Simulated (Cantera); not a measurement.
Input: 1 mol SiO₂, 19 mol HF, 0.41 mol H₂, equilibrated at 12000 Pa.

Cantera equilibrium calculation (NASA polynomials, part measured and part estimated; ideal gas, pure solids and liquids). Candidate condensed phases: H₂O, Si, SiO₂; 38 gas species. The tables' values for SiF₃ are old estimates; treat these amounts as uncertain. Rates play no part. All values below are at 1775 K.

Base state: HF 0.815, H₂O 0.109, SiF₄ 0.0541, H₂ 0.0221, SiF₃ 0.000202, H 0.000124, OH 3.80e-5 (mole fractions); condensed: gas only.

What changes in the equilibrium state with this change: SiO₂ replaced by CuO?


```
species    before     after
-------  --------  --------
HF          0.815     0.903
CuF             0    0.0473
H₂O         0.109    0.0441
SiF₄       0.0541         0
H₂         0.0221  0.000102
Cu              0   0.00254
SiF₃     0.000202         0
CuF₂            0  0.000171
O₂        3.63e-7   0.00283
O         1.67e-7   1.47e-5
```
Further candidate phases: Cu, CuF₂, CuO, Cu(OH)₂, Cu₂O.
